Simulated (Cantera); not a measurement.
A perfectly stirred reactor is fed with CH4 : H2 : O2 = 0.018 : 1 : 0.011 (molar parts), equivalence ratio 49, at 135 Torr; it is held at 2875 K, and followed from long to short residence time.

Detailed kinetics in Cantera: GRI-Mech 3.0 (53 species, 325 reactions).

| quantity | before | after |
|---|---|---|
| x(CH4) at τ = 1.90 s | 5.26e-8 | 8.48e-9 |
| x(H2) at τ = 1.90 s | 0.762 | 0.446 |
| x(O2) at τ = 1.90 s | 8.00e-8 | 7.18e-7 |
| x(C2H6) at τ = 1.90 s | <1e-12 | <1e-12 |
| x(O) at τ = 1.90 s | 4.70e-5 | 0.000460 |
| x(CH4) at τ = 12.0 ms | 1.74e-5 | 0.000502 |
| x(H2) at τ = 12.0 ms | 0.807 | 0.891 |
| x(O2) at τ = 12.0 ms | 9.92e-7 | 2.71e-5 |
| x(C2H6) at τ = 12.0 ms | 1.54e-11 | 4.94e-9 |
| x(O) at τ = 12.0 ms | 3.06e-5 | 1.79e-5 |

Task: What was changed between the two runs?
(A) pressure from 135 Torr to 100.0 Torr
(B) pressure from 135 Torr to 10.00 Torr
(C) temperature 2875 to 1550 K
(D) temperature 2875 to 2125 K

Result: B, pressure from 135 Torr to 10.00 Torr
